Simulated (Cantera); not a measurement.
An isothermal, constant-pressure homogeneous reactor starts with CH4 : H2O = 1 : 2.1 (molar parts), at 1375 K and 5480 Torr. Integrator tolerance rtol = 1e-08.

Detailed kinetics in Cantera: GRI-Mech 3.0 (53 species, 325 reactions).

Q: What does this change do: pressure from 5480 Torr to 578 Torr?

A: 
```csv
quantity,before,after
x(CH4) at 10.0 s,0.206 (gas-phase equilibrium 0.000246),0.139 (gas-phase equilibrium 2.75e-6)
x(H2O) at 10.0 s,0.564 (gas-phase equilibrium 0.190),0.566 (gas-phase equilibrium 0.190)
x(H2O2) at 10.0 s,<1e-12 (gas-phase equilibrium <1e-12),<1e-12 (gas-phase equilibrium <1e-12)
x(O2) at 10.0 s,<1e-12 (gas-phase equilibrium <1e-12),<1e-12 (gas-phase equilibrium <1e-12)
x(CO) at 10.0 s,0.0127 (gas-phase equilibrium 0.170),0.00800 (gas-phase equilibrium 0.171)
x(C2H) at 10.0 s,2.80e-11 (gas-phase equilibrium <1e-12),2.86e-10 (gas-phase equilibrium <1e-12)
```

Q: What does this change do: pressure from 5480 Torr to 120 Torr?

A: 
```
quantity                                            before                                    after
-----------------  ---------------------------------------  ---------------------------------------
x(CH4) at 10.0 s    0.206 (gas-phase equilibrium 0.000246)    0.208 (gas-phase equilibrium 1.19e-7)
x(H2O) at 10.0 s       0.564 (gas-phase equilibrium 0.190)      0.614 (gas-phase equilibrium 0.190)
x(H2O2) at 10.0 s    <1e-12 (gas-phase equilibrium <1e-12)    <1e-12 (gas-phase equilibrium <1e-12)
x(O2) at 10.0 s      <1e-12 (gas-phase equilibrium <1e-12)  1.03e-12 (gas-phase equilibrium <1e-12)
x(CO) at 10.0 s       0.0127 (gas-phase equilibrium 0.170)    0.00259 (gas-phase equilibrium 0.171)
x(C2H) at 10.0 s   2.80e-11 (gas-phase equilibrium <1e-12)  3.73e-10 (gas-phase equilibrium <1e-12)
```
